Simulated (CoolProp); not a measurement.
Vapour-liquid equilibrium of n-pentane (1) + the fluoroketone C6F12O (FK-5-1-12) (2) at 2.76 bar; x and y are mole fractions of (1).

Values from CoolProp's multi-fluid Helmholtz-energy mixture model, Thol 2019 and McLinden 2015; pair parameters Bell 2016.

```
x     bubble temperature, mixture model (°C)  bubble temperature, Raoult's law (°C)  y, mixture model  y, Raoult's law
----  --------------------------------------  -------------------------------------  ----------------  ---------------
0.05                                     [?]                                   80.8               [?]            0.068
0.15                                    70.1                                   79.4             0.355            0.197
0.25                                    65.3                                   78.1             0.487            0.318
0.35                                     [?]                                   76.8               [?]            0.430
0.45                                    61.2                                   75.5             0.610            0.535
0.55                                    60.6                                   74.3             0.639            0.633
0.65                                    60.4                                   73.0               [?]            0.724
0.75                                    60.5                                   71.9               [?]            0.810
0.85                                    61.5                                   70.7             0.736            0.890
0.95                                    64.9                                   69.6             0.862            0.964
```

What belongs in the gaps?


- 0.05, bubble temperature, mixture model (°C): 77.2
- 0.05, y, mixture model: 0.142
- 0.35, bubble temperature, mixture model (°C): 62.6
- 0.35, y, mixture model: 0.565
- 0.65, y, mixture model: 0.660
- 0.75, y, mixture model: 0.686

The largest gap from Raoult's law is -14.3 K in bubble temperature, at x = 0.45. y crosses x between x = 0.65 and 0.75: the model has an azeotrope there.

Pair parameters are fitted to limited data, so mixtures are less certain than the pure fluids.
